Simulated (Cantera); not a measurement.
Charge: 1 mol Ti(OiPr)4, a varied amount of H2O, equilibrated at 1.00 Torr.

Equilibrium computed with Cantera from the NASA thermochemical tables; the gas is ideal and each condensed phase is pure. Candidate condensed phases: C, C6H6, C7H8, C8H18, H2O, Ti, TiC, TiO, TiO2, Ti2O3, Ti3O5, Ti4O7; 113 gas species. The feed counts by its element totals alone. Mutual solubility and eutectic melting of coexisting phases are not modelled. TiC, TiO: taken at fixed stoichiometry. Condensed phases not in the tables: Magnéli phases beyond Ti4O7, solid solutions among these carbides, nitrides and lower oxides. Equilibrium is a limit: real reactors are often held back by kinetics, nucleation or transport.

Stable condensed phases, one row left out:

```
T in °C \ n(H2O) in mol
         0.94  1.3  1.8  2.4  3.4  4.6  6.3  8.7   12
   1852     A    A    A    A    A    A    A    B    C
   1752     A    A    A    A    A    A    A    B    C
   1652     A    A    A    A    A    A    A    B    D
   1552     A    A    A    A    A    A    A    B    C
   1452     A    A    A    A    A    A    A    B    E
   1352     A    A    A    A    A    A    A    F    E
   1252     A    A    A    A    A    A    A    F    E
   1152     A    A    A    A    A    A    A    F    E
   1052     A    A    A    A    A    A    A    F    E
    852     G    H    H    H    H    H    H    H    E
    752     I    I    I    I    I    I    I    J    E
```

A: C + TiC; B: TiC + TiO; C: Ti4O7; D: Ti3O5 + Ti4O7; E: TiO2; F: TiC + Ti2O3; G: C + TiC + Ti3O5; H: C + Ti3O5; I: C + Ti4O7; J: C + TiO2.

**Question.** Give the row for 952 °C.

**Answer.** 0.94: C + TiC; 1.3: C + TiC; 1.8: C + TiC; 2.4: C + TiC; 3.4: C + TiC; 4.6: C + TiC; 6.3: C + TiC; 8.7: TiC + Ti2O3; 12: TiO2.
